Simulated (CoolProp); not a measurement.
Saturated liquid density (kg/m³) of CHF3 (R23): the reference equation beside estimates from Tc = 299.3 K, pc = 4.832 MPa, ω = 0.263. Rackett uses Z = 0.29056 − 0.08775 ω.

Computed with CoolProp (reference Helmholtz-energy equation of state, Penoncello 2003).

| T (K) | reference | Rackett | van der Waals | Redlich-Kwong | Soave-Redlich-Kwong | Peng-Robinson |
|---|---|---|---|---|---|---|
| 162.6 | 1550 | 1458 | 869.1 | 1286 | 1320 | 1487 |
| 177.7 | 1496 | 1409 | 841.5 | 1240 | 1278 | 1442 |
| 192.8 | 1439 | 1356 | 811.8 | 1188 | 1231 | 1392 |
| 207.9 | 1380 | 1301 | 779.6 | 1131 | 1178 | 1334 |
| 223 | 1316 | 1241 | 744.0 | 1068 | 1118 | 1267 |
| 238.1 | 1246 | 1175 | 704.4 | 996.8 | 1047 | 1189 |
| 253.2 | 1166 | 1101 | 659.0 | 915.1 | 964.2 | 1094 |
| 268.3 | 1071 | 1013 | 605.1 | 818.2 | 862.5 | 977.2 |

Absolute difference from the reference over all 8 rows, mean and median: Rackett 5.7 and 5.7 %, van der Waals 43.6 and 43.5 %, Redlich-Kwong 19.2 and 18.4 %, Soave-Redlich-Kwong 15.8 and 14.9 %, Peng-Robinson 4.7 and 3.9 %.
